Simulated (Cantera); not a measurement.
An adiabatic, constant-pressure homogeneous reactor starts with 9.01 % CH₄, 2.34 % C₂H₆, 2.70 % C₃H₈, 18.0 % O₂, 67.9 % N₂, at 1500 K and 10.0 bar.

Model: GRI-Mech 3.0 (53 species, 325 reactions), integrated in Cantera. GRI-Mech 3.0 was tuned for natural gas; its chemistry of propane as a main component is partial and can be far from experiment.

Task: Predict: time of steepest temperature rise; temperature at 0.300 s; equilibrium temperature; x(CH₄) at 0.300 s; x(H) at 0.300 s.

Result: 
| Quantity | Value |
|---|---|
| time of steepest temperature rise | 26.4 µs |
| temperature at 0.300 s | 2478 K |
| equilibrium temperature | 2478 K |
| x(CH₄) at 0.300 s | 3.55e-9 (gas-phase equilibrium 3.98e-9) |
| x(H) at 0.300 s | 0.00312 (gas-phase equilibrium 0.00312) |
